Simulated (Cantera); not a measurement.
Input: 1 mol CH3F, 0.33 mol HCl, equilibrated at 2750 °C and 1.00 bar.

These are equilibrium values from Cantera (NASA tables, ideal gas, pure condensed phases), not measurements of a reactor. The numbers say what is thermodynamically allowed, not how fast it happens.

```json
[
 {"species": "HF", "before": "0.402", "after": "0.379"},
 {"species": "H2", "before": "0.340", "after": "0.324"},
 {"species": "HCl", "before": "0.111", "after": "0.145"},
 {"species": "Cl", "before": "0.0219", "after": "0.0294"},
 {"species": "C2H2 (acetylene)", "before": "0.0226", "after": "0.0216"},
 {"species": "H", "before": "0.0989", "after": "0.0965"},
 {"species": "C2HCl", "before": "0.000170", "after": "0.000223"},
 {"species": "CH3", "before": "4.04e-5", "after": "3.75e-5"},
 {"species": "C2HF", "before": "1.92e-5", "after": "1.81e-5"},
 {"species": "C6H2", "before": "1.85e-5", "after": "1.76e-5"},
 {"species": "C2H2 (vinylidene)", "before": "7.53e-5", "after": "7.17e-5"},
 {"species": "CH2", "before": "2.74e-5", "after": "2.60e-5"},
 {"species": "C(graphite), mol", "before": "0.870", "after": "0.868"}
]
```
Gas species are given as mole fractions.

**Question.** Which change was made?
A. pressure from 1.00 bar to 10.0 mbar
B. temperature from 2750 °C to 2975 °C
C. HCl from 0.33 to 0.46 mol
D. temperature from 2750 °C to 1002 °C

**Answer.** C, HCl from 0.33 to 0.46 mol
